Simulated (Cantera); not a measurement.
## Thermodynamics of silicon oxide and oxynitride deposition, feed TEOS + CO2 + H2

Feed: 1 mol TEOS, 0.31 mol CO2, 0.15 mol H2, held at 1025 °C and 1000 Pa.

Method: chemical equilibrium by Gibbs-energy minimisation in Cantera with the NASA 1993 tables (ideal gas, pure condensed phases). Candidate condensed phases: C, C6H6, C7H8, C8H18, H2O, Si, SiC, SiO2; 123 gas species. The feed counts by its element totals alone. The tables hold silica as quartz up to 1696 K and as liquid above; real silica turns to tridymite and cristobalite and melts near 1996 K. Rates play no part.

x(H2): 0.795
x(CO): 0.205
x(CH4): 5.03e-5
x(H2O): 1.52e-5
x(SiO): 1.02e-5
x(H): 9.55e-6
x(CO2): 2.23e-6
n(C(graphite)): 5.69 mol
n(SiO2(β-quartz)): 1.000 mol
gas amount: 12.77 mol
log10 activity of Si(s) (absent): -3.70
